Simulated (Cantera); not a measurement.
An isothermal, constant-pressure homogeneous reactor starts with 0.504 % H₂, 95.1 % O₂, 4.38 % H₂O, equivalence ratio 0.0027, at 900 K and 0.0132 atm.

Detailed kinetics in Cantera: the H2/O2 subset of GRI-Mech 3.0, which has no nitrogen chemistry. Radical loss at walls, strong at low pressure, is not modelled. Below about 950 K walls govern HO2 and H2O2 in real vessels.

x: mole fraction; the columns are a selection and need not sum to one.

| t (s) | x H₂ | x O₂ | x OH | x H | x HO₂ |
|---|---|---|---|---|---|
| 1.00e-6 | 0.00504 | 0.951 | <1e-12 | <1e-12 | <1e-12 |
| 3.32e-6 | 0.00504 | 0.951 | <1e-12 | <1e-12 | <1e-12 |
| 1.10e-5 | 0.00504 | 0.951 | <1e-12 | <1e-12 | <1e-12 |
| 3.67e-5 | 0.00504 | 0.951 | <1e-12 | <1e-12 | <1e-12 |
| 0.000122 | 0.00504 | 0.951 | <1e-12 | <1e-12 | <1e-12 |
| 0.000405 | 0.00504 | 0.951 | <1e-12 | <1e-12 | <1e-12 |
| 0.00135 | 0.00504 | 0.951 | 2.11e-12 | 1.02e-12 | 3.19e-12 |
| 0.00447 | 0.00504 | 0.951 | 1.21e-11 | 3.61e-12 | 1.16e-11 |
| 0.0149 | 0.00504 | 0.951 | 3.98e-10 | 1.05e-10 | 1.03e-10 |
| 0.0494 | 0.00497 | 0.951 | 2.00e-5 | 5.57e-6 | 2.42e-6 |
| 0.164 | ___ | 0.951 | 8.48e-5 | 1.11e-5 | 2.11e-6 |
| 0.545 | ___ | 0.951 | 2.23e-5 | 2.21e-7 | 3.75e-7 |
| 1.81 | ___ | 0.951 | 7.82e-6 | 8.90e-9 | 6.17e-8 |
| 6.02 | ___ | 0.951 | 3.16e-6 | 5.71e-10 | 1.12e-8 |
| 20.0 | ___ | 0.951 | 1.45e-6 | 5.47e-11 | 2.50e-9 |

Task: Some entries are withheld; supply them.

Result: 
- 0.164, x H₂: 8.49e-5
- 0.545, x H₂: 6.60e-6
- 1.81, x H₂: 5.73e-7
- 6.02, x H₂: 3.58e-8
- 20.0, x H₂: 2.70e-9
